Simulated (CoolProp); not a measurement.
Model: reference Helmholtz-energy equation of state, Lemmon 2006, in CoolProp. It is a short technical equation, of lower accuracy than the large ones.

Give the vapour pressure (MPa), vapour density (kg/m³), surface tension (mN/m) of saturated n-decane at 408.4 K.


```tsv
T (K)	p (MPa)	vapour density (kg/m³)	surface tension (mN/m)
408.4	0.0336	1.45	13.5
```

Surface tension comes from a separate correlation (Mulero 2012).
